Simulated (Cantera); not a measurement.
A Cantera script and what it prints.

```python
import numpy as np
import cantera as ct

gas_names = """
    C CH CH2 CH3 CH2OH CH3O CH4 CH3OH CN CO CO2 COOH C2 C2H CHCO,ketyl C2H2,acetylene C2H2,vinylidene
    CH2CO,ketene C2H3,vinyl CH3CN CH3CO,acetyl C2H4 C2H4O,ethylen CH3CHO,ethanal CH3COOH (HCOOH)2 C2H5
    C2H6 CH3OCH3 C2H5OH CCN CNC C2N2 C2O C3 C3H3,propargyl C3H4,allene C3H4,propyne C3H4,cyclo-
    C3H5,allyl C3H6,propylene C3H6,cyclo- C3H6O C3H7,n-propyl C3H7,i-propyl C3H8 C3H8O,1propanol
    C3H8O,2propanol C3O2 C4 C4H2 C4H4,1,3-cyclo- C4H6,butadiene C4H6,2-butyne C4H6,cyclo- C4H8,1-butene
    C4H8,cis2-buten C4H8,tr2-butene C4H8,isobutene C4H8,cyclo- (CH3COOH)2 C4H9,n-butyl C4H9,i-butyl
    C4H9,s-butyl C4H9,t-butyl C4H10,isobutane C4H10,n-butane C4N2 C5 C5H6,1,3cyclo- C5H8,cyclo-
    C5H10,1-pentene C5H10,cyclo- C5H11,pentyl C5H11,t-pentyl C5H12,n-pentane C5H12,i-pentane
    CH3C(CH3)2CH3 C6H2 C6H5,phenyl C6H5O,phenoxy C6H6 C6H5OH,phenol C6H10,cyclo- C6H12,1-hexene
    C6H12,cyclo- C6H13,n-hexyl C7H7,benzyl C7H8 C7H8O,cresol C7H14,1-heptene C7H15,n-heptyl
    C7H16,n-heptane C8H8,styrene C8H10,ethylbenz C8H16,1-octene C8H17,n-octyl C8H18,isooctane
    C8H18,n-octane C9H19,n-nonyl C10H8,naphthale C10H21,n-decyl C12H9,o-bipheny C12H10,bipheny H HCN HCO
    HCCN HNC HNCO HNO HNO2 HNO3 HO2 H2 HCHO,formaldehy HCOOH H2O H2O2 N NCO NH NH2 NH3 NH2OH NO NO2 NO3
    N2 N2H2 N2H4 N2O O OH O2 O3 Si SiC SiC2 SiC4H12 SiH SiH2 SiH3 SiH4 SiN SiO SiO2 Si2 Si2C Si2N Si3
""".split()
cond_names = """
    C(gr) C6H6(L) C7H8(L) C8H18(L),n-octa H2O(s) H2O(L) Si(cr) Si(L) SiC(b) SiO2(Lqz) SiO2(hqz) SiO2(L)
    Si2N2O(s) Si3N4(a)
""".split()


def load(file, names, dense=False):
    # The tables refer to 1 bar. Condensed volumes are neglected.
    table = {s.name: s for s in ct.Species.list_from_file(file)}
    out = []
    for n in names:
        d = dict(table[n].input_data)
        d["thermo"] = dict(d["thermo"], **{"reference-pressure": 1e5})
        if dense:
            d["equation-of-state"] = {"model": "constant-volume", "density": "1e6 g/cm^3"}
        out.append(ct.Species.from_dict(d))
    return out


gas = ct.Solution(thermo="ideal-gas", species=load("nasa_gas.yaml", gas_names))
cond = {s.name: ct.Solution(thermo="fixed-stoichiometry", species=[s], name=s.name)
        for s in load("nasa_condensed.yaml", cond_names, dense=True)}
atoms = {
    'Si3N4': {'Si': 3, 'N': 4},
    'CO2': {'C': 1, 'O': 2},
    'H2': {'H': 2},
}
top_T = {'C(gr)': 4500, 'SiC(b)': 3050, 'Si2N2O(s)': 2100, 'Si3N4(a)': 2400}  # K; cautious upper limits of use, not melting points


def equilibrate(T, P, feed):
    n = {}
    for name, mol in feed.items():
        for a, k in atoms[name].items():
            n[a] = n.get(a, 0.0) + k * mol
    gas.TPX = T, P, n
    mass = sum(n.values()) * gas.mean_molecular_weight
    gas.equilibrate("TP")
    valid = [c for c in cond.values() if c.min_temp <= T <= top_T.get(c.name, c.max_temp)]
    mix = ct.Mixture([(gas, mass / gas.mean_molecular_weight)] + [(c, 0.0) for c in valid])
    mix.T, mix.P = T, P
    mix.equilibrate("TP", solver="gibbs", rtol=1e-10, max_steps=50000)
    return mix


results = []
T = 998.15  # K
P = 4.8  # Pa
for m in [1.5, 2, 2.5, 3.3, 4.3, 5.6, 7.3, 9.6, 12, 16, 21, 28]:
    feed = {'Si3N4': 1, 'CO2': 1.2, 'H2': m}  # mol
    mix = equilibrate(T, P, feed)
    results.append((T, P, feed, dict(zip(mix.species_names, mix.species_moles))))
    x = sorted(zip(gas.X, gas.species_names), reverse=True)
    print(f"T = {T:g} K  P = {P:g} Pa  n(H2) = {m:g} mol  gas = {mix.phase_moles(0):.4g} mol")
    print("   x: " + "  ".join(f"{s} {v:.3e}" for v, s in x if v > 0.0001))
    print("   condensed (mol): " + ("  ".join(f"{mix.phase(i).name} {mix.phase_moles(i):.4g}"
          for i in range(1, mix.n_phases) if mix.phase_moles(i) > 1e-12) or "none"))
```

Result:

```
T = 998.15 K  P = 4.8 Pa  n(H2) = 1.5 mol  gas = 2.601 mol
   x: H2 5.767e-01  N2 2.498e-01  CO 1.735e-01
   condensed (mol): C(gr) 0.7487  SiO2(hqz) 0.2992  Si2N2O(s) 1.35
T = 998.15 K  P = 4.8 Pa  n(H2) = 2 mol  gas = 3.138 mol
   x: H2 6.374e-01  N2 2.012e-01  CO 1.614e-01
   condensed (mol): C(gr) 0.6935  SiO2(hqz) 0.2623  Si2N2O(s) 1.369
T = 998.15 K  P = 4.8 Pa  n(H2) = 2.5 mol  gas = 3.672 mol
   x: H2 6.809e-01  N2 1.673e-01  CO 1.518e-01
   condensed (mol): C(gr) 0.6426  SiO2(hqz) 0.2284  Si2N2O(s) 1.386
T = 998.15 K  P = 4.8 Pa  n(H2) = 3.3 mol  gas = 4.521 mol
   x: H2 7.299e-01  CO 1.397e-01  N2 1.304e-01
   condensed (mol): C(gr) 0.5684  SiO2(hqz) 0.1789  Si2N2O(s) 1.411
T = 998.15 K  P = 4.8 Pa  n(H2) = 4.3 mol  gas = 5.577 mol
   x: H2 7.711e-01  CO 1.282e-01  N2 1.007e-01
   condensed (mol): C(gr) 0.4851  SiO2(hqz) 0.1234  Si2N2O(s) 1.438
T = 998.15 K  P = 4.8 Pa  n(H2) = 5.6 mol  gas = 6.941 mol
   x: H2 8.068e-01  CO 1.169e-01  N2 7.631e-02
   condensed (mol): C(gr) 0.3889  SiO2(hqz) 0.05926  Si2N2O(s) 1.47
T = 998.15 K  P = 4.8 Pa  n(H2) = 7.3 mol  gas = 8.7 mol
   x: H2 8.391e-01  CO 1.034e-01  N2 5.747e-02
   condensed (mol): C(gr) 0.3  Si2N2O(s) 1.5
T = 998.15 K  P = 4.8 Pa  n(H2) = 9.6 mol  gas = 11 mol
   x: H2 8.727e-01  CO 8.182e-02  N2 4.545e-02
   condensed (mol): C(gr) 0.3  Si2N2O(s) 1.5
T = 998.15 K  P = 4.8 Pa  n(H2) = 12 mol  gas = 13.4 mol
   x: H2 8.955e-01  CO 6.716e-02  N2 3.731e-02
   condensed (mol): C(gr) 0.3  Si2N2O(s) 1.5
T = 998.15 K  P = 4.8 Pa  n(H2) = 16 mol  gas = 17.4 mol
   x: H2 9.195e-01  CO 5.172e-02  N2 2.874e-02
   condensed (mol): C(gr) 0.2999  Si2N2O(s) 1.5
T = 998.15 K  P = 4.8 Pa  n(H2) = 21 mol  gas = 22.4 mol
   x: H2 9.375e-01  CO 4.018e-02  N2 2.232e-02
   condensed (mol): C(gr) 0.2999  Si2N2O(s) 1.5
T = 998.15 K  P = 4.8 Pa  n(H2) = 28 mol  gas = 29.4 mol
   x: H2 9.524e-01  CO 3.061e-02  N2 1.701e-02
   condensed (mol): C(gr) 0.2999  Si2N2O(s) 1.5
```

Method: chemical equilibrium by Gibbs-energy minimisation in Cantera with the NASA 1993 tables (ideal gas, pure condensed phases).
